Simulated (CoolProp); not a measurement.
Vapour-liquid equilibrium of hexamethyldisiloxane (MM) (1) + toluene (2) at 440 K; x and y are mole fractions of (1).

Values from CoolProp's multi-fluid Helmholtz-energy mixture model, Thol 2016 and Lemmon 2006; pair parameters Bell 2016.

| x | bubble pressure (MPa) | y at the bubble point | dew pressure at overall composition x (MPa) | liquid density (mol/L) |
|---|---|---|---|---|
| 0.05 | 0.4056 | 0.068 | 0.4033 | 7.433 |
| 0.15 | 0.4221 | 0.193 | 0.4164 | 6.792 |
| 0.25 | 0.4373 | 0.305 | 0.4298 | 6.230 |
| 0.35 | 0.4509 | 0.408 | 0.4433 | 5.734 |
| 0.45 | 0.4630 | 0.504 | 0.4563 | 5.295 |
| 0.55 | 0.4733 | 0.595 | 0.4684 | 4.905 |
| 0.65 | 0.4820 | 0.683 | 0.4790 | 4.556 |
| 0.75 | 0.4890 | 0.770 | 0.4876 | 4.244 |
| 0.85 | 0.4941 | 0.859 | 0.4937 | 3.964 |
| 0.95 | 0.4971 | 0.951 | 0.4971 | 3.712 |

No azeotrope shows between x = 0.05 and 0.95.

The pair parameters rest on a limited set of measurements; away from them the model extrapolates.
